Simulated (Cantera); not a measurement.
Equilibrium for silicon nitride deposition: trisilylamine + NH₃

Input: 1 mol trisilylamine, 1.7 mol NH₃, equilibrated at 1300 °C.

Cantera equilibrium calculation (NASA polynomials, part measured and part estimated; ideal gas, pure solids and liquids). Candidate condensed phases: Si, Si₃N₄; 18 gas species. The feed counts by its element totals alone. Mutual solubility and eutectic melting of coexisting phases are not modelled. Kinetics and transport are ignored.

| P (Pa) | log p H₂ | log p N₂ | log p H | log p Si | n Si(s) | n Si₃N₄(s) |
|---|---|---|---|---|---|---|
| 5 | -4.38 | -5.10 | -6.58 | -7.26 | 2.99 | 0 |
| 15 | -3.90 | -4.62 | -6.34 | -7.26 | 3.00 | 0 |
| 45 | -3.42 | -4.14 | -6.10 | -7.26 | 3.00 | 0 |
| 140 | -2.92 | -3.73 | -5.85 | -7.26 | 2.60 | 0.134 |
| 410 | -2.41 | -3.73 | -5.59 | -7.26 | 1.48 | 0.507 |
| 1200 | -1.93 | -3.73 | -5.35 | -7.26 | 1.14 | 0.619 |
| 3700 | -1.43 | -3.73 | -5.11 | -7.26 | 1.03 | 0.657 |
| 11000 | -0.96 | -3.73 | -4.87 | -7.26 | 0.993 | 0.669 |
| 33000 | -0.48 | -3.73 | -4.63 | -7.26 | 0.981 | 0.673 |
| 100000 | 0.00 | -3.73 | -4.39 | -7.26 | 0.977 | 0.674 |
log p: log10 of the partial pressure in bar; n: condensed amount in mol.

From 5.00 Pa to 45.0 Pa the condensed part is Si(s). From 1.40 mbar to 1.00 bar the condensed part is Si(s) + Si₃N₄(s). The main Si-bearing gas is Si at 5.00 Pa and SiH₂ at 1.00 bar.
